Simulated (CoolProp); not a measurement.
Vapour pressure (MPa) of C2F6 (R116): the reference equation beside estimates from Tc = 19.9 °C, pc = 3.048 MPa, ω = 0.257. Clausius-Clapeyron is anchored at -64.55 °C with a constant enthalpy of vaporisation of 15.30 kJ/mol.

The numbers come from the reference Helmholtz-energy equation of state, Lemmon 2006 in CoolProp. It is a short technical equation, of lower accuracy than the large ones.

```
T (°C)  reference  Clausius-Clapeyron  Peng-Robinson
------  ---------  ------------------  -------------
-64.55     0.1988              0.1988         0.1979
-59.05     0.2543              0.2493         0.2531
-53.45     0.3221                   ?         0.3206
-47.95     0.4013                   ?         0.3996
-42.35     0.4960              0.4643         0.4943
-36.85     0.6043              0.5589              ?
-31.25     0.7318              0.6693         0.7311
-25.75     0.8755              0.7926         0.8759
-20.25      1.039                   ?          1.041
-14.65      1.228               1.091              ?
-9.15           ?               1.265              ?
-3.55       1.677               1.462          1.687
1.95        1.941               1.676          1.954
7.55        2.242               1.915          2.257
```

Problem. Complete the blanks.

Solution. 
- -53.45, Clausius-Clapeyron: 0.3104
- -47.95, Clausius-Clapeyron: 0.3808
- -36.85, Peng-Robinson: 0.6030
- -20.25, Clausius-Clapeyron: 0.9318
- -14.65, Peng-Robinson: 1.232
- -9.15, reference: 1.437
- -9.15, Peng-Robinson: 1.444

Absolute difference from the reference over all 14 rows, mean and median: Clausius-Clapeyron 8.4 and 9.0 %, Peng-Robinson 0.4 and 0.4 %.
